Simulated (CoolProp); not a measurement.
Vapour-liquid equilibrium of benzene (1) + dimethyl carbonate (2) at 0.0146 MPa; x and y are mole fractions of (1).

The numbers come from the multi-fluid Helmholtz-energy mixture model, Thol 2012 and Zhou 2011; pair parameters Bell 2016 in CoolProp.

```
x      bubble temperature (K)  y at the bubble point  dew temperature at overall composition x (K)  liquid density (mol/L)
-----  ----------------------  ---------------------  --------------------------------------------  ----------------------
0.05                    311.1                  0.110                                         311.9                   11.57
0.125                   309.3                  0.243                                         310.9                   11.54
0.2                     307.8                  0.348                                         309.9                   11.51
0.275                   306.6                  0.435                                         308.8                   11.47
0.35                    305.5                  0.508                                         307.8                   11.44
0.425                   304.7                  0.572                                         306.7                   11.40
0.5                     303.9                  0.630                                         305.6                   11.36
0.575                   303.3                  0.684                                         304.6                   11.33
0.65                    302.8                  0.736                                         303.7                   11.29
0.725                   302.3                  0.788                                         302.9                   11.26
0.8                     301.9                  0.840                                         302.2                   11.22
0.875                   301.6                  0.896                                         301.7                   11.19
0.95                    301.3                  0.956                                         301.4                   11.16
```

No azeotrope shows between x = 0.05 and 0.95.

Pair parameters are fitted to limited data, so mixtures are less certain than the pure fluids.
